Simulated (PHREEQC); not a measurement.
1 kg of water holding 0.56 mol Na2CO3, 0.0087 mol Na2SO4, 0.015 mol KCl and 0.0091 mol NaCl is evaporated at 25 °C; the solids stay in contact with the brine. No CO2 enters from the air. Solids allowed: Arcanite, Burkeite, Glaserite, Halite, Kalicinite, Mirabilite, Misenite, Nahcolite, Natron, Sylvite, Thenardite, Trona. Others were left out.

The numbers come from PHREEQC with the Pitzer model, pitzer.dat.

| water left (kg) | ionic strength | water activity | Natron (mol) |
|---|---|---|---|
| 1 | 1.72 | 0.977 | 0 |
| 0.8219 | 2.10 | 0.973 | 0 |
| 0.6755 | 2.55 | 0.968 | 0 |
| 0.5552 | 3.11 | 0.962 | 0 |
| 0.4564 | 3.78 | 0.954 | 0 |
| 0.3751 | 4.61 | 0.944 | 0 |
| 0.3083 | 5.60 | 0.932 | 0 |
| 0.2534 | 6.82 | 0.915 | 0 |
| 0.2083 | 8.30 | 0.894 | 0 |
| 0.1391 | 8.58 | 0.888 | 0.178 |
| 0.07894 | 8.87 | 0.879 | 0.343 |
| 0.02981 | 10.0 | 0.843 | 0.477 |

Natron from water left = 0.1391 kg (pH 11.99).

Complexes and solids missing from the database can't appear.
